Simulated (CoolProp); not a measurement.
Model: reference Helmholtz-energy equation of state, Thol 2017, in CoolProp.

**Question.** For decamethyltetrasiloxane (MD2M), give the phase and the Z, cp (kJ/(kg K)), speed of sound (m/s), Joule-Thomson coefficient (K/MPa) at 109.75 °C and 0.294 MPa; 207.65 °C and 2.97 MPa; 226.35 °C and 0.252 MPa.

**Answer.** 
- 109.75 °C and 0.294 MPa: liquid; Z 0.0376, cp 1.93, speed of sound 672, Joule-Thomson coefficient -0.326
- 207.65 °C and 2.97 MPa: liquid; Z 0.346, cp 2.12, speed of sound 459, Joule-Thomson coefficient -0.125
- 226.35 °C and 0.252 MPa: liquid; Z 0.0302, cp 2.19, speed of sound 349, Joule-Thomson coefficient 0.130
